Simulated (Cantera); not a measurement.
A perfectly stirred reactor is fed with CH4 : CO2 : H2 = 1 : 3.2 : 0.13 (molar parts), at 5.00 bar; it is held at 1975 K, and followed from long to short residence time.

Computed with Cantera and GRI-Mech 3.0 (53 species, 325 reactions).

What does this change do: pressure from 5.00 bar to 0.133 bar?


```csv
quantity,before,after
x(CH4) at τ = 0.320 s,0.00121,0.00330
x(CO2) at τ = 0.320 s,0.156,0.167
x(H2) at τ = 0.320 s,0.141,0.135
x(CH2) at τ = 0.320 s,6.80e-8,2.14e-6
x(C2H6) at τ = 0.320 s,9.71e-8,2.72e-7
x(CH4) at τ = 54.0 ms,0.00465,0.0108
x(CO2) at τ = 54.0 ms,0.168,0.229
x(H2) at τ = 54.0 ms,0.133,0.109
x(CH2) at τ = 54.0 ms,3.07e-7,6.54e-6
x(C2H6) at τ = 54.0 ms,1.51e-6,2.72e-6
```
